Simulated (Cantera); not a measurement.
A closed system holds: 1 mol Ti, 0.17 mol C3H8, 1.3 mol H2, equilibrated at 5.50 mbar.

Cantera equilibrium calculation (NASA polynomials, part measured and part estimated; ideal gas, pure solids and liquids). Candidate condensed phases: C, C6H6, C7H8, C8H18, Ti, TiC; 77 gas species. Mutual solubility and eutectic melting of coexisting phases are not modelled. TiC: taken at fixed stoichiometry. Condensed phases not in the tables: N, O or C dissolved in the metal. Equilibrium is a limit: real reactors are often held back by kinetics, nucleation or transport.

x: gas mole fraction; n: condensed amount in mol.

```
T (°C)   x H2       x H      x Ti  n Ti(β)  n TiC(s)  n Ti(l)
------  -----  --------  --------  -------  --------  -------
1350    0.999  0.000932   3.18e-6    0.490     0.510        0
1400    0.998   0.00153   8.77e-6    0.490     0.510        0
1450    0.998   0.00246   2.28e-5    0.490     0.510        0
1500    0.996   0.00383   5.60e-5    0.490     0.510        0
1550    0.994         ?         ?    0.490     0.510        0
1600    0.991   0.00866  0.000291    0.489     0.510        0
1650    0.987         ?         ?    0.489     0.510        0
1700    0.981    0.0180   0.00126        0     0.510    0.487
1750    0.972    0.0253   0.00244        0     0.510    0.485
1800    0.961    0.0348   0.00456        0     0.510    0.481
```

### Question
Some entries are withheld; supply them.

### Answer

- 1650, x H: 0.0126
- 1650, x Ti: 0.000622
- 1550, x H: 0.00582
- 1550, x Ti: 0.000131
